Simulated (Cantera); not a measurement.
Feed: 1 mol Si, 0.026 mol CO2, 11 mol N2, equilibrated at 875 °C and 1 atm.

Method: chemical equilibrium by Gibbs-energy minimisation in Cantera with the NASA 1993 tables (ideal gas, pure condensed phases). Candidate condensed phases: C, Si, SiC, SiO2, Si2N2O, Si3N4; 34 gas species. N2 is the only nitrogen source here; it is nearly inert below about 1500 K, so the nitride shown seldom forms there in practice. Mutual solubility and eutectic melting of coexisting phases are not modelled. Rates play no part.

Base state: N2 1.00 (mole fractions); condensed: C(graphite) + Si2N2O(s) + Si3N4(s).

### Question
What changes in the equilibrium state with this change: temperature from 875 °C to 1752 °C?

### Answer
```csv
species,before,after
N2,1.00,0.995
SiO,<1e-9,0.00250
CO,2.75e-8,0.00250
Si,<1e-9,2.13e-5
"C(graphite), mol",0.0260,0
"Si2N2O(s), mol",0.0520,0
"Si3N4(s), mol",0.299,0.325
```

### Question
What changes in the equilibrium state with this change: pressure from 1 atm to 0.140 Pa?

### Answer
| species | before | after |
|---|---|---|
| N2 | 1.00 | 1.000 |
| CO | 2.75e-8 | 1.11e-5 |
| C(graphite), mol | 0.0260 | 0 |
| Si2N2O(s), mol | 0.0520 | 0.0519 |
| Si3N4(s), mol | 0.299 | 0.290 |
| SiC(s), mol | 0 | 0.0259 |
